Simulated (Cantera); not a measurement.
**Equilibrium for abatement and gas-phase synthesis: S + H2 + N2**

Input: 1 mol S, 2.3 mol H2, 17 mol N2, at 0.740 bar.

Equilibrium computed with Cantera from the NASA thermochemical tables; the gas is ideal and each condensed phase is pure. Candidate condensed phases: S; 15 gas species. Gases not in the tables: S3 to S7. Kinetics and transport are ignored.

| T (K) | log p N2 | log p H2 | log p H2S | log p H | log p S | log p S2 | log p SH | log p SN |
|---|---|---|---|---|---|---|---|---|
| 975 | -0.19 | -1.30 | -1.42 | -9.59 | -10.82 | -4.74 | -6.21 | <-12 |
| 1175 | -0.19 | -1.29 | -1.43 | -7.56 | -8.05 | -3.15 | -4.73 | -9.87 |
| 1375 | -0.19 | -1.23 | -1.55 | -6.08 | -6.24 | -2.33 | -3.80 | -8.16 |
| 1575 | -0.19 | -1.16 | -1.75 | -4.96 | -5.03 | -2.01 | -3.25 | -7.03 |
| 1775 | -0.19 | -1.12 | -1.99 | -4.10 | -4.16 | -1.88 | -2.89 | -6.22 |
| 1975 | -0.20 | -1.10 | -2.22 | -3.42 | -3.49 | -1.84 | -2.64 | -5.61 |
| 2175 | -0.20 | -1.10 | -2.43 | -2.86 | -2.96 | -1.84 | -2.46 | -5.12 |
| 2375 | -0.20 | -1.10 | -2.64 | -2.40 | -2.53 | -1.87 | -2.33 | -4.73 |
| 2575 | -0.20 | -1.12 | -2.84 | -2.02 | -2.19 | -1.93 | -2.24 | -4.42 |
| 2775 | -0.21 | -1.15 | -3.07 | -1.70 | -1.93 | -2.05 | -2.21 | -4.19 |
| 2975 | -0.21 | -1.21 | -3.33 | -1.44 | -1.75 | -2.23 | -2.24 | -4.03 |
log p: log10 of the partial pressure in bar; nothing condenses.

From 975 K to 2975 K nothing is condensed.
